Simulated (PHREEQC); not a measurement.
Consider water at 40 °C with 0.00027 mol/kgw PbCl2, 0.041 mol/kgw HNO3 and 0.17 mol/kgw Na2SO4. Closed to the air; pH follows from the charge balance.

All values are PHREEQC results (ion-association model, phreeqc.dat), not measurements.

Each row changes one thing in this solution. No solid was allowed to form.

| case | pH | ionic strength (mol/kgw) | Na+ (mol/kgw) | SO4-2 (mol/kgw) | NaSO4- (mol/kgw) | HSO4- (mol/kgw) | SI of Halite (NaCl) |
|---|---|---|---|---|---|---|---|
| as made | 2.12 | 0.415 | 0.303 | 0.102 | 0.0370 | 0.0311 | -5.70 |
| diluted 5-fold with water | 2.55 | 0.0939 | 0.0646 | 0.0258 | 0.00338 | [?] | [?] |
| temperature from 40 to 85 °C | 2.51 | 0.401 | 0.302 | 0.0949 | 0.0380 | 0.0368 | -5.76 |
| 0.0038 mol/kgw CO2 added | 2.12 | 0.415 | 0.303 | 0.102 | 0.0370 | 0.0311 | -5.70 |
| temperature from 40 to 55 °C | 2.23 | 0.409 | 0.302 | 0.0988 | 0.0376 | 0.0333 | -5.72 |
| Na2SO4 from 0.17 to 0.34 mol/kgw | 2.25 | 0.775 | 0.571 | 0.197 | 0.110 | 0.0334 | -5.45 |
| 0.093 mol/kgw Al2(SO4)3 added | 2.14 | 0.590 | 0.300 | 0.124 | 0.0397 | [?] | -5.72 |
| PbCl2 replaced by HCl at the same molality | 2.12 | 0.415 | 0.303 | 0.102 | 0.0370 | 0.0314 | -6.00 |
| HNO3 left out | 6.64 | 0.421 | 0.296 | 0.125 | 0.0443 | 1.16e-6 | -5.71 |

Q: Some entries are withheld; supply them.

A: 
- diluted 5-fold with water, HSO4- (mol/kgw): 0.00477
- diluted 5-fold with water, SI of Halite (NaCl): -6.96
- 0.093 mol/kgw Al2(SO4)3 added, HSO4- (mol/kgw): 0.0312

The ionic strength passes 0.7 mol/kgw, the rough limit of the ion-association models, in Na2SO4 from 0.17 to 0.34 mol/kgw. Complexes and solids missing from the database can't appear. Some of these states are supersaturated (in Anglesite, Pb(OH)2, for instance). At this temperature some constants are extrapolated from 25 °C, and those without enthalpy data are left unchanged.
